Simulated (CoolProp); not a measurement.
Saturated liquid density (kg/m³) of propyne: the reference equation beside estimates from Tc = 402.7 K, pc = 5658 kPa, ω = 0.204.

Values from CoolProp's reference Helmholtz-energy equation of state, Polt 1992. This equation is an older, rougher fit; its heat capacities, sound speeds and derivatives of the liquid may be far off and weren't checked against measurements.

```tsv
T (K)	reference	Redlich-Kwong	Peng-Robinson
296.6	613.9	537.4	629.8
302.9	603.6	527.1	618.7
309.1	593.4	516.5	607.2
315.3	582.9	505.6	595.1
321.5	572.2	494.2	582.4
327.8	561.1	482.1	568.7
334	549.6	469.7	554.5
340.2	537.8	456.7	539.4
346.4	525.3	443.0	523.3
```

Absolute difference from the reference over all 9 rows, mean and median: Redlich-Kwong 13.8 and 13.6 %, Peng-Robinson 1.6 and 1.8 %.
